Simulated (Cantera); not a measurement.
Mixture: CH4 : O2 : N2 = 1 : 1.33 : 5.01 (molar parts), equivalence ratio 1.5, at 760 Torr, adiabatic and at constant pressure. Ignition delay is the time to a rise of 400 K.

Cantera simulation using GRI-Mech 3.0 (53 species, 325 reactions); the numbers are that mechanism's predictions, not measurements.

**Question.** What does this change do: O2 1.33 to 0.86 parts?

**Answer.** 
| quantity | before | after |
|---|---|---|
| delay at 1300 K | 14.5 ms | 28.1 ms |
| delay at 1450 K | 2.37 ms | 4.38 ms |
| delay at 1600 K | 0.524 ms | 0.883 ms |
| delay at 1750 K | 0.161 ms | 0.248 ms |
| delay at 1900 K | 63.6 µs | 94.1 µs |
| apparent activation energy between 1750 and 1900 K | 170 kJ/mol | 180 kJ/mol |
